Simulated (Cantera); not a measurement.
Charge: 1 mol PbO, 0.19 mol O2, 0.29 mol H2, equilibrated at 1.00 Torr.

Equilibrium computed with Cantera from the NASA thermochemical tables; the gas is ideal and each condensed phase is pure. Candidate condensed phases: H2O, Pb, PbO, PbO2, Pb3O4; 12 gas species. The numbers say what is thermodynamically allowed, not how fast it happens.

Problem. At 1125 K, list the 4 most abundant gas species with their mole fractions, and the condensed phases.

Solution. H2O 0.858, O2 0.133, PbO 0.00904, Pb 0.000115. Condensed: PbO(yellow).
